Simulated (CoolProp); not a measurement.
R407C at 293.15 K and 0.731 MPa is throttled through a valve to 0.324 MPa with no heat exchange. Each further row changes one setting.

Values from CoolProp's reference Helmholtz-energy equation of state, Lemmon 2003. It is a pseudo-pure fit of the blend.

```json
[
 {"case": "as stated", "temperature change (K)": "?", "final density (kg/m³)": "?"},
 {"case": "outlet pressure 0.0972 MPa", "temperature change (K)": "?", "final density (kg/m³)": "?"},
 {"case": "outlet pressure 0.421 MPa", "temperature change (K)": "?", "final density (kg/m³)": "?"}
]
```

Question: Complete the blanks.

Answer: 
- as stated, temperature change (K): -10.0
- as stated, final density (kg/m³): 12.7
- outlet pressure 0.0972 MPa, temperature change (K): -16.0
- outlet pressure 0.0972 MPa, final density (kg/m³): 3.71
- outlet pressure 0.421 MPa, temperature change (K): -7.6
- outlet pressure 0.421 MPa, final density (kg/m³): 16.7
